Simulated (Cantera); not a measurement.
Fe + CO + N₂ + SO₂ (metals in furnace atmospheres)

Feed: 1 mol Fe, 0.33 mol CO, 22 mol N₂, 3.7 mol SO₂, at 1000 Pa.

Method: chemical equilibrium by Gibbs-energy minimisation in Cantera with the NASA 1993 tables (ideal gas, pure condensed phases). Candidate condensed phases: C, Fe, Fe(CO)₅, FeO, FeS, FeSO₄, FeS₂, Fe₂O₃, Fe₂(SO₄)₃, Fe₃O₄, S; 38 gas species. The tables' stoichiometric FeO is somewhat more stable than real wüstite, so its field is too wide. FeO: taken at fixed stoichiometry. Gases not in the tables: S₃ to S₇. Rates play no part.

```
T (K)   x N₂  x SO₂    x S₂    x CO₂      x SO      x CO  n Fe₃O₄(s)  n FeO(s)
-----  -----  -----  ------  -------  --------  --------  ----------  --------
1175   0.859  0.112  0.0158   0.0123  0.000218  0.000533       0.333         0
1225   0.856  0.118  0.0125   0.0121  0.000351  0.000731           0      1.00
1275   0.856  0.118  0.0124   0.0118  0.000559   0.00105           0      1.00
1325   0.856  0.118  0.0122   0.0114  0.000859   0.00144           0      1.00
1375   0.855  0.118  0.0120   0.0109   0.00128   0.00192           0     1.000
1425   0.855  0.118  0.0117   0.0104   0.00184   0.00246           0     1.000
1475   0.855  0.118  0.0113  0.00976   0.00258   0.00306           0     1.000
1525   0.855  0.118  0.0109  0.00911   0.00354   0.00370           0     1.000
1575   0.854  0.118  0.0105  0.00844   0.00473   0.00436           0     1.000
```
x: gas mole fraction; n: condensed amount in mol.

At 1175 K the condensed part is Fe₃O₄(s). From 1225 K to 1575 K the condensed part is FeO(s).
